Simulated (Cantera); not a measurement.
Source: NASA polynomial tables (part measured, part estimated), evaluated in Cantera. Values are per mole of reaction as written; species without (g) are pure solids or liquids, kept so even where they would boil at 1 bar.

Task: Between 1773 and 1998 K, where is each reaction favourable under standard conditions?
- O(g) + SrCl2 → SrO + 2 Cl(g)

Result: 
- O(g) + SrCl2 → SrO + 2 Cl(g): ΔG° is 69 kJ at 1773 K and 55 kJ at 1998 K; it stays positive (K < 1). ΔH° is 175 kJ and ΔS° 60 J/K at 1998 K.
